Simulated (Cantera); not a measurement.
# Aluminium and copper etching: Al + HCl

Charge: 1 mol Al, 12 mol HCl, held at 598 K.

These are equilibrium values from Cantera (NASA tables, ideal gas, pure condensed phases), not measurements of a reactor. Candidate condensed phases: Al, AlCl₃; 12 gas species. Rates play no part.

From 0.00750 Torr to 750 Torr nothing is condensed. The main Al-bearing gas is AlCl₃ at 0.00750 Torr and Al₂Cl₆ at 750 Torr.

| P (Pa) | log p HCl | log p H₂ | log p AlCl₃ | log p Al₂Cl₆ |
|---|---|---|---|---|
| 1 | -5.11 | -5.88 | -6.06 | -8.95 |
| 10 | -4.11 | -4.88 | -5.07 | -6.97 |
| 100 | -3.10 | -3.88 | -4.14 | -5.11 |
| 1000 | -2.10 | -2.87 | -3.39 | -3.61 |
| 10000 | -1.09 | -1.87 | -2.80 | -2.43 |
| 100000 | -0.09 | -0.87 | -2.27 | -1.37 |
log p: log10 of the partial pressure in bar; nothing condenses.
